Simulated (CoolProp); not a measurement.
A simple Rankine cycle with n-perfluorohexane: condensing at 296.15 K, boiler at 1.06 MPa, turbine inlet 449 K, turbine efficiency 0.8, pump efficiency 0.6, no recuperator. Each further row changes one setting.

Values from CoolProp's reference Helmholtz-energy equation of state, Gao 2022.

```tsv
case	thermal efficiency (%)	net work (kJ/kg)	heat in (kJ/kg)	turbine exit temperature (K)	volume ratio over the turbine
as stated	12.3	27.4	222	409.5	48.1
condensing temperature 288.15 K	13.1	30.3	231	406.4	69.2
boiler pressure 0.742 MPa	11.4	25.7	227	415.6	30.4
turbine efficiency 0.7	10.7	23.8	222	413.2	48.5
```
